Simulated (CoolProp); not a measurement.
Vapour-liquid equilibrium of n-heptane (1) + o-xylene (2) at 82.8 kPa; x and y are mole fractions of (1).

Values from CoolProp's multi-fluid Helmholtz-energy mixture model, Span 2003 and Zhou 2012; pair parameters Bell 2016.

```tsv
x	bubble temperature (K)	y at the bubble point	dew temperature at overall composition x (K)	liquid density (mol/L)
0.05	404.4	0.184	408.6	7.279
0.125	397.5	0.377	406.3	7.211
0.2	392.1	0.509	403.8	7.133
0.275	387.7	0.605	401.3	7.049
0.35	384.1	0.678	398.5	6.962
0.425	380.9	0.737	395.6	6.872
0.5	378.2	0.785	392.5	6.781
0.575	375.7	0.827	389.1	6.690
0.65	373.5	0.863	385.5	6.600
0.725	371.4	0.896	381.6	6.510
0.8	369.5	0.927	377.3	6.422
0.875	367.7	0.955	372.8	6.335
0.95	365.9	0.982	368.0	6.249
```

No azeotrope shows between x = 0.05 and 0.95.

Pair parameters are fitted to limited data, so mixtures are less certain than the pure fluids.
